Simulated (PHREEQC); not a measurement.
Dissolve 0.0445 mol/kgw HF, 0.105 mol/kgw (NH4)2SiF6 and 0.0004 mol/kgw HCl at 20 °C. Closed to the air; pH follows from the charge balance.

Model: ion-association model, phreeqc.dat, run in PHREEQC.

Precipitation was switched off in this run.

Question: Predict the pH.

Answer: pH 2.20.

Question: In which forms is F present?

Answer: SiF6-2 93 %, HF 5.3 %, F- 1.0 % of the F.

Complexes and solids missing from the database can't appear. SiF6-2 is the database's only silicon fluoride.
